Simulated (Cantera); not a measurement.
Cantera run:

```python
import numpy as np
import cantera as ct

gas_names = """
    Fe FeO O O2 O3 S SO SO2 SO3 S2 S2O S8
""".split()
cond_names = """
    Fe(a) Fe(c) Fe(d) Fe(L) FeO(s) FeO(L) FeS(a) FeS(b) FeS(c) FeS(L) FeSO4(s) FeS2(s) Fe2O3(s)
    Fe2S3O12(s) Fe3O4(s) S(cr1) S(cr2) S(L)
""".split()


# ... load() reads the species with a 1 bar reference pressure and builds the phases ...
atoms = {
    'Fe2O3': {'Fe': 2, 'O': 3},
    'SO3': {'S': 1, 'O': 3},
    'O2': {'O': 2},
}
top_T = {'FeSO4(s)': 950, 'FeS2(s)': 1010, 'Fe2O3(s)': 1830, 'Fe2S3O12(s)': 1100, 'Fe3O4(s)': 1870}  # K; cautious upper limits of use, not melting points


# ... equilibrate(T, P, feed) seeds the gas with the atoms and calls Mixture.equilibrate('TP', solver="vcs", rtol=1e-11, max_steps=5000) ...
results = []
feed = {'Fe2O3': 1, 'SO3': 1.5, 'O2': 0.14}  # mol
T = 1825  # K
P = 64000  # Pa
mix = equilibrate(T, P, feed)
results.append((T, P, feed, dict(zip(mix.species_names, mix.species_moles))))
print(gas.report(threshold=0.0001))
for i in range(1, mix.n_phases):
    print(f"{mix.phase(i).name:16s} {mix.phase_moles(i):12.5e} mol")
```

It prints:

```
       temperature   1825 K
          pressure   64000 Pa
           density   0.21459 kg/m^3
  mean mol. weight   50.877 kg/kmol
   phase of matter   gas

                          1 kg             1 kmol
                     ---------------   ---------------
          enthalpy       -2.0689e+06       -1.0526e+08  J
   internal energy       -2.3671e+06       -1.2043e+08  J
           entropy              6262        3.1859e+05  J/K
    Gibbs function       -1.3497e+07       -6.8669e+08  J
 heat capacity c_p            973.55             49532  J/K
 heat capacity c_v            810.13             41217  J/K

                      mass frac. Y      mole frac. X     chem. pot. / RT
                     ---------------   ---------------   ---------------
                 O        3.8787e-05        0.00012334           -14.887
                O2           0.25935           0.41237           -29.774
               SO2           0.73603           0.58458           -56.054
               SO3         0.0045582         0.0028968           -70.941
     [   +8 minor]        2.8208e-05        2.9813e-05

Fe(L)             0.00000e+00 mol
FeO(L)            0.00000e+00 mol
FeS(L)            0.00000e+00 mol
Fe2O3(s)          0.00000e+00 mol
Fe3O4(s)          6.66667e-01 mol
S(L)              0.00000e+00 mol
```

Cantera equilibrium calculation (NASA polynomials, part measured and part estimated; ideal gas, pure solids and liquids).
